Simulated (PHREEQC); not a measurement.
4.3 g of hydrous ferric oxide (600 m²/g; 0.2 weak and 0.005 strong sites per Fe, Dzombak-Morel constants, diffuse double layer) in 1 kg of water with 0.001 mol/kgw of an inert sodium salt, at 25 °C; the pH is set by adding NaOH or the inert anion's acid. Oxygen is held at 0.21 atm. The system is closed to CO2. No solid was allowed to form.

Model: ion-association model, wateq4f.dat, run in PHREEQC.

| pH | surface charge σ (C/m²) | surface potential ψ (mV) |
|---|---|---|
| 3 | 0.302 | 215 |
| 4 | 0.161 | 199 |
| 4.5 | 0.104 | 184 |
| 5.5 | … | … |
| 6 | 0.021 | … |
| 7 | 0.006 | 64 |
| 8 | … | 6 |
| 8.5 | -0.002 | … |
| 9.5 | … | -80 |
| 10 | -0.017 | … |
| 11 | -0.062 | -153 |

Q: Fill in the missing entries.

A: 
- 5.5, surface charge σ (C/m²): 0.037
- 5.5, surface potential ψ (mV): 143
- 6, surface potential ψ (mV): 119
- 8, surface charge σ (C/m²): 0.000
- 8.5, surface potential ψ (mV): -23
- 9.5, surface charge σ (C/m²): -0.009
- 10, surface potential ψ (mV): -107

The oxide is taken as insoluble; below pH 4 it would dissolve.
